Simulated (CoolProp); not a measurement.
C2F6 (R116) along the isotherm 299.1 K: fugacity coefficient from the reference equation and from simpler models built on Tc = 293.0 K, pc = 3048 kPa, ω = 0.257; each cubic takes its own stable root.

Model: reference Helmholtz-energy equation of state, Lemmon 2006, in CoolProp. It is a short technical equation, of lower accuracy than the large ones.

| p (kPa) | phase | reference |
|---|---|---|
| 96.4 | gas | 0.9902 |
| 198 | gas | 0.9799 |
| 406 | gas | 0.9589 |
| 835 | gas | 0.9159 |
| 1710 | gas | 0.8290 |
| 3520 | supercritical | 0.6399 |
| 7230 | supercritical | 0.3857 |
| 14800 | supercritical | 0.2700 |
| 30500 | supercritical | 0.2548 |

Question: How far does each simpler model (van der Waals, Redlich-Kwong, Soave-Redlich-Kwong) lie from the reference over these 9 states: mean and median of the absolute difference, and the worst?

Answer: 
- van der Waals: mean 10.1 %, median 1.7 %, worst +51.6 % at 299.1 K and 30500 kPa
- Redlich-Kwong: mean 1.4 %, median 0.5 %, worst +5.2 % at 299.1 K and 30500 kPa
- Soave-Redlich-Kwong: mean 1.9 %, median 0.3 %, worst +7.3 % at 299.1 K and 30500 kPa
